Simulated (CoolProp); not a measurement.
Properties of sulfur hexafluoride along the isobar 182 bar (Tc = 318.7 K, pc = 37.55 bar, ω = 0.210).

Computed with CoolProp (reference Helmholtz-energy equation of state, Guder 2009).

```
T (K)          phase  density (kg/m³)  speed of sound (m/s)  Joule-Thomson coefficient (K/MPa)  Prandtl number
-----  -------------  ---------------  --------------------  ---------------------------------  --------------
242.7         liquid             1844                 584.2                            -0.3013            4.18
267           liquid             1743                 503.5                            -0.2213            3.45
291.3         liquid             1636                 431.0                            -0.1209            2.93
315.6         liquid             1521                 366.6                            0.01139            2.53
339.9  supercritical             1397                 311.2                             0.1873            2.22
364.2  supercritical             1268                 266.4                             0.4102            1.94
388.5  supercritical             1137                 233.7                             0.6581            1.69
412.8  supercritical             1013                 213.0                             0.8786            1.47
437.1  supercritical            903.2                 202.2                              1.023            1.29
```

Viscosity comes from a separate model (Quiñones-Cisneros 2012). Thermal conductivity comes from a separate model (Assael 2012).
